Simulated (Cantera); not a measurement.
Charge: 1 mol Fe2O3, 0.66 mol CH4, 0.23 mol N2, equilibrated at 2223 K and 0.0133 bar.

These are equilibrium values from Cantera (NASA tables, ideal gas, pure condensed phases), not measurements of a reactor. Candidate condensed phases: C, C6H6, C7H8, C8H18, Fe, Fe(CO)5, FeO, Fe(OH)2, Fe(OH)3, Fe2O3, Fe3O4, H2O; 140 gas species. The tables' stoichiometric FeO is somewhat more stable than real wüstite, so its field is too wide. FeO: taken at fixed stoichiometry. Kinetics and transport are ignored.

Base state: H2 0.257, H2O 0.228, CO 0.215, Fe 0.139, N2 0.0874, CO2 0.0357, H 0.0282, FeO 0.00398 (mole fractions); condensed: FeO(l).

### Question
What changes in the equilibrium state with this change: CH4 from 0.66 to 4.1 mol?

### Answer
| species | before | after |
|---|---|---|
| H2 | 0.257 | 0.573 |
| CO | 0.215 | 0.219 |
| Fe | 0.139 | 0.146 |
| H2O | 0.228 | 8.85e-8 |
| N2 | 0.0874 | 0.0151 |
| CO2 | 0.0357 | 6.30e-9 |
| H | 0.0282 | 0.0420 |
| FeO | 0.00398 | <1e-9 |
| OH | 0.00361 | <1e-9 |
| HCN | <1e-9 | 0.00302 |
| C2H2 (acetylene) | <1e-9 | 0.00166 |
| FeO(l), mol | 1.62 | 0 |
| C(graphite), mol | 0 | 1.01 |
